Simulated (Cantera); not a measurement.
What does this Cantera script print?

```python
import numpy as np
import cantera as ct

gas = ct.Solution("gri30.yaml")
gas.TPX = 1650, 13332, {'C2H6': 1, 'N2': 41}
reactor = ct.IdealGasConstPressureReactor(gas, energy="off", clone=False)
net = ct.ReactorNet([reactor])
net.rtol, net.atol = 1e-08, 1e-18
show = ['C2H6', 'CH2', 'CH3', 'H', 'C2H', 'HCN', 'H2']
times = np.geomspace(7e-05, 80, 15)

steps = ct.SolutionArray(gas, extra=["t"])
rows = []
print(f"{'t/s':>10s}{'T/K':>9s}{'P/Pa':>11s}" + "".join(f"{s:>11s}" for s in show))
for t in times:
    while net.time < t:
        t_next = net.step()
        steps.append(gas.state, t=t_next)
    rows.append([np.interp(t, steps.t, y) for y in (steps.T, steps.P, *steps(*show).X.T)])
    print(f"{t:10.3e}{rows[-1][0]:9.1f}{rows[-1][1]:11.4g}" + "".join(f"{x:11.3e}" for x in rows[-1][2:]))
rate = np.gradient(steps.T, steps.t)
print("integrator steps:", len(steps.t))
if steps.T.max() > steps.T[0] + 200:
    print(f"time of steepest temperature rise: {steps.t[rate.argmax()]:.4e} s")
gas.TPX = 1650, 13332, {'C2H6': 1, 'N2': 41}
gas.equilibrate("TP")
print(f"equilibrium (TP): T = {gas.T:.1f} K  " + "  ".join(f"{s} {gas[s].X[0]:.3e}" for s in show))
```

It prints:

```
       t/s      T/K       P/Pa       C2H6        CH2        CH3          H        C2H        HCN         H2
 7.000e-05   1650.0  1.333e+04  1.932e-02  1.046e-05  4.356e-03  1.802e-04  3.378e-09  1.882e-07  1.564e-03
 1.896e-04   1650.0  1.333e+04  9.679e-03  1.999e-05  5.700e-03  3.708e-04  1.575e-07  1.923e-06  9.365e-03
 5.135e-04   1650.0  1.333e+04  1.132e-03  1.323e-05  2.421e-03  4.218e-04  6.059e-07  5.207e-06  2.285e-02
 1.391e-03   1650.0  1.333e+04  5.733e-05  2.668e-06  6.617e-04  1.980e-04  4.089e-07  6.823e-06  3.198e-02
 3.767e-03   1650.0  1.333e+04  1.098e-05  5.917e-07  2.754e-04  9.351e-05  2.111e-07  7.128e-06  3.582e-02
 1.020e-02   1650.0  1.333e+04  3.600e-06  1.899e-07  1.480e-04  5.381e-05  1.246e-07  7.225e-06  3.743e-02
 2.763e-02   1650.0  1.333e+04  1.853e-06  1.004e-07  1.035e-04  4.031e-05  9.348e-08  7.291e-06  3.814e-02
 7.483e-02   1650.0  1.333e+04  1.367e-06  8.383e-08  8.886e-05  3.966e-05  9.131e-08  7.398e-06  3.896e-02
 2.027e-01   1650.0  1.333e+04  8.283e-07  6.817e-08  6.967e-05  4.221e-05  9.582e-08  7.650e-06  4.050e-02
 5.489e-01   1650.0  1.333e+04  3.080e-07  4.458e-08  4.295e-05  4.619e-05  1.031e-07  8.164e-06  4.252e-02
 1.487e+00   1650.0  1.333e+04  6.625e-08  2.214e-08  2.013e-05  5.005e-05  1.103e-07  8.963e-06  4.412e-02
 4.027e+00   1650.0  1.333e+04  1.018e-08  9.009e-09  7.920e-06  5.226e-05  1.144e-07  9.926e-06  4.492e-02
 1.091e+01   1650.0  1.333e+04  1.497e-09  3.452e-09  2.998e-06  5.309e-05  1.160e-07  1.098e-05  4.523e-02
 2.954e+01   1650.0  1.333e+04  3.230e-10  1.501e-09  1.299e-06  5.332e-05  1.164e-07  1.220e-05  4.533e-02
 8.000e+01   1650.0  1.333e+04  1.844e-10  1.049e-09  9.080e-07  5.336e-05  1.165e-07  1.414e-05  4.536e-02
integrator steps: 1482
equilibrium (TP): T = 1650.0 K  C2H6 3.733e-11  CH2 4.715e-10  CH3 4.080e-07  H 5.339e-05  C2H 2.368e-08  HCN 3.620e-02  H2 4.540e-02
```

Computed with Cantera and GRI-Mech 3.0 (53 species, 325 reactions). GRI-Mech 3.0 stops at C3 and has no aromatics, soot or wall deposition, so with more carbon than oxygen in the feed, carbon stays in small species such as C2H2 where larger ones or solid carbon would form.
